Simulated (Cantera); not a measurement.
A closed system holds: 1 mol B, 0.86 mol Cl2, equilibrated at 850 K and 2330 Torr.

Equilibrium computed with Cantera from the NASA thermochemical tables; the gas is ideal and each condensed phase is pure. Candidate condensed phases: B; 7 gas species. The numbers say what is thermodynamically allowed, not how fast it happens.

Base state: BCl3 1.00 (mole fractions); condensed: B(s).

Task: What changes in the equilibrium state with this change: 0.85 mol HF added?

Result: 
```csv
species,before,after
BCl3,1.00,0.440
H2,0,0.314
BF3,0,0.211
HCl,0,0.0201
BHF2,0,0.0140
"B(s), mol",0.427,0.146
```
Gases not in the tables: BHCl2.

Task: What changes in the equilibrium state with this change: B replaced by Si?

Result: 
```json
[
 {"species": "SiCl4", "before": "0", "after": "1.000"},
 {"species": "SiCl3", "before": "0", "after": "0.000467"},
 {"species": "SiCl2", "before": "0", "after": "1.55e-5"},
 {"species": "BCl3", "before": "1.00", "after": "0"},
 {"species": "B(s), mol", "before": "0.427", "after": "0"},
 {"species": "Si(s), mol", "before": "0", "after": "0.570"}
]
```
The tables' values for SiCl3 are old estimates; treat these amounts as uncertain. Further candidate phases: Si.
